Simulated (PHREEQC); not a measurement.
A solution holds 0.27 mol BaCl2, 0.0013 mol KHF2 and 0.0013 mol AgF per kg of water, at 20 °C. Closed to the air; pH follows from the charge balance.

The numbers come from PHREEQC with the ion-association model, wateq4f.dat.

```json
{
 "pH": "3.43",
 "ionic_strength": "0.814 mol/kgw",
 "activity_of_water": "0.986",
 "total_alkalinity": "-1.30 meq/kg"
}
```

```
species  molality  activity   log γ
-------  --------  --------  ------
Cl-         0.536     0.329  -0.212
Ba+2        0.270    0.0495  -0.736
F-        0.00309   0.00184  -0.224
K+        0.00130  0.000798  -0.212
HF       0.000785  0.000947   0.081
AgCl4-3  0.000593   5.32e-5  -1.047
H+       0.000499  0.000375  -0.125
AgCl2-   0.000414  0.000317  -0.116
```

This is a speciation only: nothing precipitates in the calculation. The solution is supersaturated, for example in Cerargyrite, so a real one may precipitate; this is no full list. The ionic strength is past about 0.7 mol/kgw, beyond the range of this activity model, so the values are rough.
